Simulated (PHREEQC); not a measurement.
A solution holds 0.017 mol/kgw NH4HF2, 0.00092 mol/kgw H2SiF6 and 0.22 mol/kgw H3PO4, at 25 °C. Closed to the air; pH follows from the charge balance.

The numbers come from PHREEQC with the ion-association model, phreeqc.dat.

No solid was allowed to form.

**Question.** Estimate the pH, density, ionic strength.

**Answer.** pH 1.53; density 1.009 g/cm³; ionic strength 0.0524 mol/kgw.

**Question.** In which forms is F present?

**Answer.** HF 83 %, SiF6-2 14 %, F- 2.4 %, HF2- 0.6 % of the F.

SiF6-2 is the database's only silicon fluoride.
